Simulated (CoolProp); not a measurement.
Hexamethyldisiloxane (MM) at several states: fugacity coefficient from the reference equation and from simpler models built on Tc = 518.7 K, pc = 1.931 MPa, ω = 0.418; each cubic takes its own stable root.

The numbers come from the reference Helmholtz-energy equation of state, Thol 2016 in CoolProp.

```
T (K)  p (MPa)   phase  reference
-----  -------  ------  ---------
230.7   0.0163  liquid   0.003081
380.6    0.153  liquid     0.7536
470.7      3.4  liquid     0.2430
462.4   0.0175     gas     0.9952
565.5   0.0143     gas     0.9981
578.1   0.0198     gas     0.9975
```

Problem. How far does each simpler model (van der Waals, Redlich-Kwong, Soave-Redlich-Kwong) lie from the reference over these 6 states: mean and median of the absolute difference, and the worst?

Solution. 
- van der Waals: mean 5321.2 %, median 13.2 %, worst +31850.7 % at 230.7 K and 0.0163 MPa
- Redlich-Kwong: mean 235.1 %, median 11.1 %, worst +1364.1 % at 230.7 K and 0.0163 MPa
- Soave-Redlich-Kwong: mean 2.0 %, median 0.6 %, worst +5.4 % at 470.7 K and 3.4 MPa

At some of these states van der Waals, Redlich-Kwong gives the other phase, because its saturation line lies elsewhere.
